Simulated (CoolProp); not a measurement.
Hydrogen sulfide along the isotherm -62.95 °C: Z from the reference equation and from simpler models built on Tc = 100.0 °C, pc = 89.99 bar, ω = 0.101; each cubic takes its own stable root.

The numbers come from the reference Helmholtz-energy equation of state, Lemmon 2006 in CoolProp. It is a short technical equation, of lower accuracy than the large ones.

```json
[
 {"p (bar)": "100", "phase": "liquid", "reference": "0.2026"},
 {"p (bar)": "200", "phase": "liquid", "reference": "0.4017"},
 {"p (bar)": "300", "phase": "liquid", "reference": "0.5978"}
]
```

Problem. How far does each simpler model (van der Waals, Redlich-Kwong, Soave-Redlich-Kwong, Peng-Robinson) lie from the reference over these 3 states: mean and median of the absolute difference, and the worst?

Solution. 
- van der Waals: mean 50.1 %, median 50.0 %, worst +51.2 % at -62.95 °C and 100 bar
- Redlich-Kwong: mean 3.3 %, median 3.2 %, worst +3.3 % at -62.95 °C and 100 bar
- Soave-Redlich-Kwong: mean 3.1 %, median 3.1 %, worst +3.1 % at -62.95 °C and 100 bar
- Peng-Robinson: mean 8.4 %, median 8.4 %, worst -8.4 % at -62.95 °C and 100 bar
